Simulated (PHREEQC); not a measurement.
# Spent oxide etchant: an equilibrium model

Solution (20 °C): 0.039 mol/kgw NH4HF2, 0.0081 mol/kgw H2SiF6, 0.0027 mol/kgw HBF4 and 0.0043 mol/kgw HCl. Closed to the air; pH follows from the charge balance.

All values are PHREEQC results (ion-association model, phreeqc.dat), not measurements.

Precipitation was switched off in this run.

### Question
Estimate the pH, ionic strength.

### Answer
pH 2.51; ionic strength 0.0507 mol/kgw.

### Question
In which forms is F present?

### Answer
HF 40 %, SiF6-2 35 %, F- 12 %, BF4- 7.8 %, HF2- 4.8 % of the F.

SiF6-2 is the database's only silicon fluoride. Real BF4- forms and hydrolyses slowly; the run takes it at equilibrium.
